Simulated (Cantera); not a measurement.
An isothermal, constant-pressure homogeneous reactor starts with CH4 : N2 = 1 : 65 (molar parts), at 1400 K and 0.0263 atm. Integrator tolerance rtol = 1e-08.

Model: GRI-Mech 3.0 (53 species, 325 reactions), integrated in Cantera. GRI-Mech 3.0 stops at C3 and has no aromatics, soot or wall deposition, so with more carbon than oxygen in the feed, carbon stays in small species such as C2H2 where larger ones or solid carbon would form. Radical loss at walls, strong at low pressure, is not modelled.

### Question
What does this change do: temperature 1400 to 1048 K?

### Answer
```json
[
 {"quantity": "x(CH4) at 100 s", "before": "0.00523 (gas-phase equilibrium 7.14e-6)", "after": "0.0152 (gas-phase equilibrium 0.00228)"},
 {"quantity": "x(H) at 100 s", "before": "1.99e-6 (gas-phase equilibrium 4.49e-6)", "after": "<1e-12 (gas-phase equilibrium 6.55e-9)"},
 {"quantity": "x(C2H2) at 100 s", "before": "0.00486 (gas-phase equilibrium 0.000885)", "after": "<1e-12 (gas-phase equilibrium 0.00129)"},
 {"quantity": "x(CH3) at 100 s", "before": "1.41e-5 (gas-phase equilibrium 2.87e-8)", "after": "1.72e-8 (gas-phase equilibrium 1.41e-8)"},
 {"quantity": "x(C2H4) at 100 s", "before": "2.15e-5 (gas-phase equilibrium 4.35e-7)", "after": "4.23e-10 (gas-phase equilibrium 0.000118)"},
 {"quantity": "x(HCN) at 100 s", "before": "2.99e-8 (gas-phase equilibrium 0.0131)", "after": "<1e-12 (gas-phase equilibrium 0.00987)"},
 {"quantity": "x(H2) at 100 s", "before": "0.0146 (gas-phase equilibrium 0.0224)", "after": "1.82e-8 (gas-phase equilibrium 0.0189)"}
]
```

### Question
What does this change do: N2 65 to 170 parts?

### Answer
```tsv
quantity	before	after
x(CH4) at 100 s	0.00523 (gas-phase equilibrium 7.14e-6)	0.00186 (gas-phase equilibrium 7.20e-7)
x(H) at 100 s	1.99e-6 (gas-phase equilibrium 4.49e-6)	1.42e-6 (gas-phase equilibrium 2.80e-6)
x(C2H2) at 100 s	0.00486 (gas-phase equilibrium 0.000885)	0.00197 (gas-phase equilibrium 0.000152)
x(CH3) at 100 s	1.41e-5 (gas-phase equilibrium 2.87e-8)	8.81e-6 (gas-phase equilibrium 4.63e-9)
x(C2H4) at 100 s	2.15e-5 (gas-phase equilibrium 4.35e-7)	9.57e-6 (gas-phase equilibrium 2.91e-8)
x(HCN) at 100 s	2.99e-8 (gas-phase equilibrium 0.0131)	6.33e-8 (gas-phase equilibrium 0.00551)
x(H2) at 100 s	0.0146 (gas-phase equilibrium 0.0224)	0.00592 (gas-phase equilibrium 0.00872)
```

### Question
What does this change do: pressure from 0.0263 atm to 0.00188 atm?

### Answer
```csv
quantity,before,after
x(CH4) at 100 s,0.00523 (gas-phase equilibrium 7.14e-6),0.0111 (gas-phase equilibrium 5.09e-7)
x(H) at 100 s,1.99e-6 (gas-phase equilibrium 4.49e-6),1.77e-6 (gas-phase equilibrium 1.68e-5)
x(C2H2) at 100 s,0.00486 (gas-phase equilibrium 0.000885),0.00168 (gas-phase equilibrium 0.000886)
x(CH3) at 100 s,1.41e-5 (gas-phase equilibrium 2.87e-8),6.41e-5 (gas-phase equilibrium 7.65e-9)
x(C2H4) at 100 s,2.15e-5 (gas-phase equilibrium 4.35e-7),0.000272 (gas-phase equilibrium 3.10e-8)
x(HCN) at 100 s,2.99e-8 (gas-phase equilibrium 0.0131),7.31e-9 (gas-phase equilibrium 0.0132)
x(H2) at 100 s,0.0146 (gas-phase equilibrium 0.0224),0.00561 (gas-phase equilibrium 0.0224)
```
